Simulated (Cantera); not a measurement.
An isothermal, constant-pressure homogeneous reactor starts with CH4 : H2O : H2 = 6.8 : 1.3 : 0.19 (molar parts), at 1875 K and 160000 Pa.

Model: GRI-Mech 3.0 (53 species, 325 reactions), integrated in Cantera. GRI-Mech 3.0 stops at C3 and has no aromatics, soot or wall deposition, so with more carbon than oxygen in the feed, carbon stays in small species such as C2H2 where larger ones or solid carbon would form.

x: mole fraction; the columns are a selection and need not sum to one.

```csv
t (s),x CH4,x H2O,x H2,x O2,x CO,x CH2O
7.00e-5,0.669,0.148,0.127,8.68e-11,0.000132,2.26e-5
0.000254,___,___,___,1.20e-10,___,___
0.000921,0.197,0.102,0.526,5.61e-11,0.00200,3.24e-6
0.00334,0.0741,0.0852,0.632,3.29e-11,0.00670,1.03e-6
0.0121,0.0294,0.0649,0.681,1.91e-11,0.0213,3.29e-7
0.0439,___,___,0.714,4.31e-12,___,___
0.159,0.0146,0.00343,0.738,<1e-12,0.0774,4.49e-8
0.578,0.0139,2.86e-6,0.741,<1e-12,0.0806,3.94e-8
2.10,0.0139,7.17e-7,0.741,<1e-12,0.0806,3.94e-8
7.60,0.0139,7.17e-7,0.741,<1e-12,0.0806,3.94e-8
27.6,0.0139,7.17e-7,0.741,<1e-12,0.0806,3.94e-8
100,0.0139,7.17e-7,0.741,<1e-12,0.0806,3.94e-8
```

What belongs in the gaps?


- 0.000254, x CH4: 0.411
- 0.000254, x H2O: 0.123
- 0.000254, x H2: 0.343
- 0.000254, x CO: 0.000599
- 0.000254, x CH2O: 9.39e-6
- 0.0439, x CH4: 0.0196
- 0.0439, x H2O: 0.0308
- 0.0439, x CO: 0.0517
- 0.0439, x CH2O: 1.19e-7
